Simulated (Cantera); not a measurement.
Feed: 1 mol Si, 0.009 mol O2, 12 mol N2, 0.0087 mol H2O, at 1825 °C and 0.00133 bar.

These are equilibrium values from Cantera (NASA tables, ideal gas, pure condensed phases), not measurements of a reactor. Candidate condensed phases: H2O, Si, SiO2, Si2N2O, Si3N4; 35 gas species. The tables' values for SiN are old estimates; treat these amounts as uncertain. Kinetics and transport are ignored.

Base state: N2 0.923, Si 0.0718, SiO 0.00206, H 0.00103, Si2 0.000682, SiN 0.000525, Si2N 0.000462, H2 0.000148 (mole fractions); condensed: gas only.

**Question.** What changes in the equilibrium state with this change: O2 from 0.009 to 0.15 mol?

**Answer.** 
```csv
species,before,after
N2,0.923,0.923
Si,0.0718,0.0515
SiO,0.00206,0.0237
Si3,0.000102,3.77e-5
Si2N,0.000462,0.000238
Si2,0.000682,0.000351
SiN,0.000525,0.000376
SiH,1.74e-5,1.25e-5
```

**Question.** What changes in the equilibrium state with this change: Si replaced by Si3N4?

**Answer.** 
```
species       before     after
----------  --------  --------
N2             0.923     0.896
Si            0.0718    0.0980
SiO          0.00206   0.00171
Si2         0.000682   0.00127
Si3         0.000102  0.000260
Si2N        0.000462  0.000848
H2          0.000148  0.000108
Si(l), mol         0      1.35
```
